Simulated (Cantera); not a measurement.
**Moist CO burnout**

An isothermal, constant-pressure homogeneous reactor starts with CO : O2 : H2O : N2 = 0.024 : 0.053 : 0.00019 : 1 (molar parts), at 1523 K and 615 Torr.

Detailed kinetics in Cantera: GRI-Mech 3.0 (53 species, 325 reactions).

```tsv
t (s)	x CO	x O2	x H2O	x NO	x H	x OH
0.000100	0.0223	0.0492	0.000176	<1e-12	5.97e-10	2.72e-9
0.000246	0.0223	0.0492	0.000176	1.46e-12	3.61e-9	1.57e-8
0.000605	0.0223	0.0492	0.000176	1.10e-11	2.63e-8	1.12e-7
0.00149	0.0222	0.0492	0.000175	2.28e-10	5.14e-7	2.10e-6
0.00366	0.0182	0.0459	9.70e-5	3.83e-7	7.73e-5	7.57e-5
0.00902	0.00584	0.0397	7.64e-5	1.07e-5	0.000107	8.78e-5
0.0222	0.00113	0.0387	0.000142	1.95e-5	1.42e-5	5.50e-5
0.0546	0.000195	0.0385	0.000165	2.28e-5	1.13e-6	2.50e-5
0.134	3.30e-5	0.0385	0.000173	2.38e-5	9.69e-8	1.13e-5
0.330	5.94e-6	0.0385	0.000176	2.40e-5	1.05e-8	5.49e-6
0.813	1.46e-6	0.0385	0.000177	2.41e-5	2.09e-9	3.23e-6
2.00	8.90e-7	0.0385	0.000177	2.42e-5	1.32e-9	2.78e-6
```
x: mole fraction; the columns are a selection and need not sum to one.

Equilibrium at this temperature and pressure: CO 8.81e-7, O2 0.0382, H2O 0.000177, NO 0.000639, H 1.31e-9, OH 2.76e-6 (gas phase only).
